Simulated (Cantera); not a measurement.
A closed system holds: 1 mol SiCl4, 0.14 mol NH3, 2.2 mol N2, held at 973 K and 5800 Pa.

These are equilibrium values from Cantera (NASA tables, ideal gas, pure condensed phases), not measurements of a reactor. Candidate condensed phases: NH4Cl, Si, Si3N4; 28 gas species. The tables' values for SiCl3 are old estimates; treat these amounts as uncertain. Kinetics and transport are ignored.

Base state: N2 0.630, SiCl4 0.259, HCl 0.102, H2 0.00864, SiHCl3 0.000123, SiCl3 6.69e-5 (mole fractions); condensed: Si3N4(s).

What changes in the equilibrium state with this change: SiCl4 replaced by SiF4?


```json
[
 {"species": "N2", "before": "0.630", "after": "0.652"},
 {"species": "SiF4", "before": "0", "after": "0.287"},
 {"species": "H2", "before": "0.00864", "after": "0.0602"},
 {"species": "SiCl4", "before": "0.259", "after": "0"},
 {"species": "HCl", "before": "0.102", "after": "0"},
 {"species": "HF", "before": "0", "after": "0.000227"},
 {"species": "SiHCl3", "before": "0.000123", "after": "0"},
 {"species": "SiHF3", "before": "0", "after": "0.000104"},
 {"species": "SiCl3", "before": "6.69e-5", "after": "0"},
 {"species": "Si3N4(s), mol", "before": "0.0299", "after": "3.34e-5"}
]
```
